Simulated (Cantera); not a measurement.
An adiabatic, constant-pressure homogeneous reactor starts with CH4 : O2 : N2 : H2O = 1 : 6.45 : 24.3 : 2.1 (molar parts), at 1700 K and 6.51 atm. Integrator tolerance rtol = 1e-08.

Computed with Cantera and GRI-Mech 3.0 (53 species, 325 reactions).

Q: What does this change do: 0.17 parts H2 added?

A: 
| quantity | before | after |
|---|---|---|
| time of steepest temperature rise | 39.0 µs | 26.7 µs |
| temperature at 8.00 s | 2266 K | 2291 K |
| equilibrium temperature | 2266 K | 2291 K |
| x(CH4) at 8.00 s | <1e-12 (gas-phase equilibrium <1e-12) | <1e-12 (gas-phase equilibrium <1e-12) |
| x(O2) at 8.00 s | 0.125 (gas-phase equilibrium 0.125) | 0.122 (gas-phase equilibrium 0.122) |
| x(H2O) at 8.00 s | 0.119 (gas-phase equilibrium 0.119) | 0.123 (gas-phase equilibrium 0.123) |
| x(H) at 8.00 s | 4.75e-5 (gas-phase equilibrium 4.75e-5) | 5.99e-5 (gas-phase equilibrium 5.99e-5) |
| x(CO2) at 8.00 s | 0.0292 (gas-phase equilibrium 0.0292) | 0.0291 (gas-phase equilibrium 0.0291) |

Q: What does this change do: constant volume in place of constant pressure?

A: 
| quantity | before | after |
|---|---|---|
| time of steepest temperature rise | 39.0 µs | 37.5 µs |
| temperature at 8.00 s | 2266 K | 2393 K |
| equilibrium temperature | 2266 K | 2393 K |
| x(CH4) at 8.00 s | <1e-12 (gas-phase equilibrium <1e-12) | <1e-12 (gas-phase equilibrium <1e-12) |
| x(O2) at 8.00 s | 0.125 (gas-phase equilibrium 0.125) | 0.123 (gas-phase equilibrium 0.123) |
| x(H2O) at 8.00 s | 0.119 (gas-phase equilibrium 0.119) | 0.118 (gas-phase equilibrium 0.118) |
| x(H) at 8.00 s | 4.75e-5 (gas-phase equilibrium 4.75e-5) | 9.94e-5 (gas-phase equilibrium 9.94e-5) |
| x(CO2) at 8.00 s | 0.0292 (gas-phase equilibrium 0.0292) | 0.0289 (gas-phase equilibrium 0.0289) |
